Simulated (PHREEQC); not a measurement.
Solution (35 °C): 0.038 mol/kgw KOH and 0.023 mol/kgw CO2. Closed to the air; pH follows from the charge balance.

Equilibrium calculation in PHREEQC: ion-association model, phreeqc.dat.

The pH is 10.23 and the ionic strength comes out as 0.0525 mol/kgw. The specific conductance is 5430 µS/cm and the density is 0.996 g/cm³. The total alkalinity is 38.0 meq/kg.

| species | molality | activity | log γ |
|---|---|---|---|
| K+ | 0.0380 | 0.0307 | -0.093 |
| CO3-2 | 0.0146 | 0.00668 | -0.338 |
| HCO3- | 0.00844 | 0.00695 | -0.084 |
| OH- | 0.000446 | 0.000359 | -0.094 |
| CO2 | 8.17e-7 | 8.27e-7 | 0.005 |

Precipitation was switched off in this run.
